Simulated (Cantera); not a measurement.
Cantera run:

```python
import numpy as np
import cantera as ct

gas_names = """
    CL CL2 H HCL H2 Si SiCL SiCL2 SiCL3 SiCL4 SiH SiHCL3 SiH2 SiH2CL2 SiH3 SiH3CL SiH4 Si2 Si3
""".split()
cond_names = """
    Si(cr) Si(L)
""".split()


def load(file, names, dense=False):
    # The tables refer to 1 bar. Condensed volumes are neglected.
    table = {s.name: s for s in ct.Species.list_from_file(file)}
    out = []
    for n in names:
        d = dict(table[n].input_data)
        d["thermo"] = dict(d["thermo"], **{"reference-pressure": 1e5})
        if dense:
            d["equation-of-state"] = {"model": "constant-volume", "density": "1e6 g/cm^3"}
        out.append(ct.Species.from_dict(d))
    return out


gas = ct.Solution(thermo="ideal-gas", species=load("nasa_gas.yaml", gas_names))
cond = {s.name: ct.Solution(thermo="fixed-stoichiometry", species=[s], name=s.name)
        for s in load("nasa_condensed.yaml", cond_names, dense=True)}
atoms = {
    'SiCl4': {'Si': 1, 'CL': 4},
    'H2': {'H': 2},
}
top_T = {}  # K; cautious upper limits of use, not melting points


def equilibrate(T, P, feed):
    n = {}
    for name, mol in feed.items():
        for a, k in atoms[name].items():
            n[a] = n.get(a, 0.0) + k * mol
    gas.TPX = T, P, n
    mass = sum(n.values()) * gas.mean_molecular_weight
    gas.equilibrate("TP")
    valid = [c for c in cond.values() if c.min_temp <= T <= top_T.get(c.name, c.max_temp)]
    mix = ct.Mixture([(gas, mass / gas.mean_molecular_weight)] + [(c, 0.0) for c in valid])
    mix.T, mix.P = T, P
    mix.equilibrate("TP", solver="vcs", rtol=1e-11, max_steps=5000)
    return mix


results = []
feed = {'SiCl4': 1, 'H2': 1.2}  # mol
T = 1125  # K
P = 14000  # Pa
mix = equilibrate(T, P, feed)
results.append((T, P, feed, dict(zip(mix.species_names, mix.species_moles))))
x = sorted(zip(gas.X, gas.species_names), reverse=True)
print(f"T = {T:g} K  P = {P:g} Pa  gas = {mix.phase_moles(0):.4g} mol")
print("   x: " + "  ".join(f"{s} {v:.3e}" for v, s in x if v > 0.0001))
print("   condensed (mol): " + ("  ".join(f"{mix.phase(i).name} {mix.phase_moles(i):.4g}"
      for i in range(1, mix.n_phases) if mix.phase_moles(i) > 1e-12) or "none"))
```

Output:

```
T = 1125 K  P = 14000 Pa  gas = 2.226 mol
   x: H2 4.805e-01  SiCL4 3.849e-01  HCL 7.025e-02  SiHCL3 4.573e-02  SiCL3 1.276e-02  SiCL2 5.209e-03  SiH2CL2 6.666e-04
   condensed (mol): none
```

Method: chemical equilibrium by Gibbs-energy minimisation in Cantera with the NASA 1993 tables (ideal gas, pure condensed phases). The tables' values for SiCl3 are old estimates; treat these amounts as uncertain.
